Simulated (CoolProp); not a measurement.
Vapour-liquid equilibrium of n-octane (1) + o-xylene (2) at 70.65 °C; x and y are mole fractions of (1).

Values from CoolProp's multi-fluid Helmholtz-energy mixture model, Beckmüller 2019 and Zhou 2012; pair parameters Bell 2016.

Question: Give the bubble pressure and the first vapour's composition at x = 0.05, 0.2, 0.5. Is there an azeotrope?

Answer: x = 0.05: 0.009142 MPa, y = 0.098; x = 0.2: 0.01046 MPa, y = 0.333; x = 0.5: 0.01282 MPa, y = 0.650. No azeotrope shows between x = 0.05 and 0.95.

Pair parameters are fitted to limited data, so mixtures are less certain than the pure fluids.
